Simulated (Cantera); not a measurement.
A Cantera script and what it prints.

```python
import numpy as np
import cantera as ct

gas_names = """
    C CO CO2 C2 C2O C3 C3O2 C4 C5 Cu CuO Cu2 O O2 O3
""".split()
cond_names = """
    C(gr) Cu(cr) Cu(L) CuO(s) Cu2O(s) Cu2O(L)
""".split()


# ... load() reads the species with a 1 bar reference pressure and builds the phases ...
atoms = {
    'Cu': {'Cu': 1},
    'CO2': {'C': 1, 'O': 2},
    'CO': {'C': 1, 'O': 1},
}
top_T = {'C(gr)': 4500, 'CuO(s)': 1390}  # K; cautious upper limits of use, not melting points


# ... equilibrate(T, P, feed) seeds the gas with the atoms and calls Mixture.equilibrate('TP', solver="vcs", rtol=1e-11, max_steps=5000) ...
results = []
T = 873.15  # K
P = 11000  # Pa
for m in [0.51, 0.74, 1.1, 1.6, 2.3, 3.4, 4.9, 7.1, 10, 15, 22]:
    feed = {'Cu': 1, 'CO2': 2.3, 'CO': m}  # mol
    mix = equilibrate(T, P, feed)
    results.append((T, P, feed, dict(zip(mix.species_names, mix.species_moles))))
    x = sorted(zip(gas.X, gas.species_names), reverse=True)
    print(f"T = {T:g} K  P = {P:g} Pa  n(CO) = {m:g} mol  gas = {mix.phase_moles(0):.4g} mol")
    print("   x: " + "  ".join(f"{s} {v:.3e}" for v, s in x if v > 0.001))
    print("   condensed (mol): " + ("  ".join(f"{mix.phase(i).name} {mix.phase_moles(i):.4g}"
          for i in range(1, mix.n_phases) if mix.phase_moles(i) > 1e-12) or "none"))
```

It prints:

```
T = 873.15 K  P = 11000 Pa  n(CO) = 0.51 mol  gas = 2.81 mol
   x: CO2 8.185e-01  CO 1.815e-01
   condensed (mol): Cu(cr) 1
T = 873.15 K  P = 11000 Pa  n(CO) = 0.74 mol  gas = 3.04 mol
   x: CO2 7.566e-01  CO 2.434e-01
   condensed (mol): Cu(cr) 1
T = 873.15 K  P = 11000 Pa  n(CO) = 1.1 mol  gas = 3.4 mol
   x: CO2 6.765e-01  CO 3.235e-01
   condensed (mol): Cu(cr) 1
T = 873.15 K  P = 11000 Pa  n(CO) = 1.6 mol  gas = 3.9 mol
   x: CO2 5.897e-01  CO 4.103e-01
   condensed (mol): Cu(cr) 1
T = 873.15 K  P = 11000 Pa  n(CO) = 2.3 mol  gas = 4.6 mol
   x: CO 5.000e-01  CO2 5.000e-01
   condensed (mol): Cu(cr) 1
T = 873.15 K  P = 11000 Pa  n(CO) = 3.4 mol  gas = 5.637 mol
   x: CO 5.807e-01  CO2 4.193e-01
   condensed (mol): C(gr) 0.06349  Cu(cr) 1
T = 873.15 K  P = 11000 Pa  n(CO) = 4.9 mol  gas = 6.693 mol
   x: CO 5.807e-01  CO2 4.193e-01
   condensed (mol): C(gr) 0.5066  Cu(cr) 1
T = 873.15 K  P = 11000 Pa  n(CO) = 7.1 mol  gas = 8.243 mol
   x: CO 5.807e-01  CO2 4.193e-01
   condensed (mol): C(gr) 1.157  Cu(cr) 1
T = 873.15 K  P = 11000 Pa  n(CO) = 10 mol  gas = 10.29 mol
   x: CO 5.807e-01  CO2 4.193e-01
   condensed (mol): C(gr) 2.013  Cu(cr) 1
T = 873.15 K  P = 11000 Pa  n(CO) = 15 mol  gas = 13.81 mol
   x: CO 5.807e-01  CO2 4.193e-01
   condensed (mol): C(gr) 3.491  Cu(cr) 1
T = 873.15 K  P = 11000 Pa  n(CO) = 22 mol  gas = 18.74 mol
   x: CO 5.807e-01  CO2 4.193e-01
   condensed (mol): C(gr) 5.559  Cu(cr) 1
```

These are equilibrium values from Cantera (NASA tables, ideal gas, pure condensed phases), not measurements of a reactor.
